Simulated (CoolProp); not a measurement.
A single-stage vapour-compression cycle with propylene: evaporating at 309.15 K (dew point), condensing at 332.15 K (bubble point), superheat 10 K, subcooling 5 K, compressor efficiency 0.85, no pressure losses. Each further row changes one setting.

Model: reference Helmholtz-energy equation of state, Lemmon 2013, in CoolProp.

```
case                              cooling COP  pressure ratio  discharge temperature (K)  refrigerating effect (kJ/kg)  volumetric capacity (kJ/m³)
--------------------------------  -----------  --------------  -------------------------  ----------------------------  ---------------------------
as stated                                9.58            1.65                      348.1                           281                         8440
evaporating temperature 314.15 K         12.7            1.47                      346.8                           285                         9650
condensing temperature 327.15 K          12.7            1.49                      341.9                           296                         8890
subcooling 10 K                          10.1            1.65                      348.1                           297                         8900
superheat 20 K                           9.62            1.65                      357.7                           301                         8510
compressor efficiency 0.75               8.45            1.65                      349.8                           281                         8440
```
